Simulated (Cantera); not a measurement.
Equilibrium for silicon nitride deposition: SiH4 + NH3 + H2 + N2

Input: 1 mol SiH4, 3.9 mol NH3, a varied amount of H2, 1 mol N2, equilibrated at 1950 K and 0.680 bar.

Equilibrium computed with Cantera from the NASA thermochemical tables; the gas is ideal and each condensed phase is pure. Candidate condensed phases: Si, Si3N4; 18 gas species. Mutual solubility and eutectic melting of coexisting phases are not modelled. Gases not in the tables: Si2H6 and higher silanes. Kinetics and transport are ignored.

```tsv
n(H2) (mol)	x H2	x N2	x H	x SiH2	x Si	x SiH	n Si3N4(s)	n Si(l)
0.86	0.791	0.208	0.00124	4.43e-5	2.47e-5	1.39e-5	0.333	0
1.2	0.797	0.201	0.00124	4.56e-5	2.52e-5	1.42e-5	0.333	0
1.6	0.804	0.195	0.00125	4.70e-5	2.58e-5	1.46e-5	0.333	0
2.1	0.812	0.187	0.00125	4.89e-5	2.66e-5	1.51e-5	0.333	0
2.8	0.822	0.176	0.00126	5.13e-5	2.76e-5	1.58e-5	0.333	0
3.8	0.835	0.164	0.00127	5.48e-5	2.90e-5	1.67e-5	0.333	0
5.2	0.850	0.149	0.00128	5.94e-5	3.09e-5	1.80e-5	0.333	0
7	0.865	0.133	0.00129	6.52e-5	3.32e-5	1.95e-5	0.333	0
9.4	0.875	0.123	0.00130	6.94e-5	3.50e-5	2.07e-5	0.261	0.214
```
x: gas mole fraction; n: condensed amount in mol.

From 0.86 mol H2 to 7 mol H2 the condensed part is Si3N4(s). At 9.4 mol H2 the condensed part is Si(l) + Si3N4(s). The main Si-bearing gas is SiH2 throughout.
